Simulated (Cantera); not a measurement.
An isothermal, constant-pressure homogeneous reactor starts with CH4 : N2 : H2O = 1 : 100 : 0.2 (molar parts), at 1423 K and 0.160 bar.

Computed with Cantera and GRI-Mech 3.0 (53 species, 325 reactions). GRI-Mech 3.0 stops at C3 and has no aromatics, soot or wall deposition, so with more carbon than oxygen in the feed, carbon stays in small species such as C2H2 where larger ones or solid carbon would form.

Question: Predict: x(CH4) at 1.00 s; x(H2) at 1.00 s; x(C2H2) at 1.00 s; x(H) at 1.00 s; x(CH2) at 1.00 s.

Answer: 
| Item | Value |
|---|---|
| x(CH4) at 1.00 s | 0.00907 (gas-phase equilibrium 1.21e-5) |
| x(H2) at 1.00 s | 0.000960 (gas-phase equilibrium 0.0176) |
| x(C2H2) at 1.00 s | 0.000183 (gas-phase equilibrium 0.000257) |
| x(H) at 1.00 s | 2.07e-7 (gas-phase equilibrium 2.22e-6) |
| x(CH2) at 1.00 s | 3.40e-9 (gas-phase equilibrium 2.89e-12) |
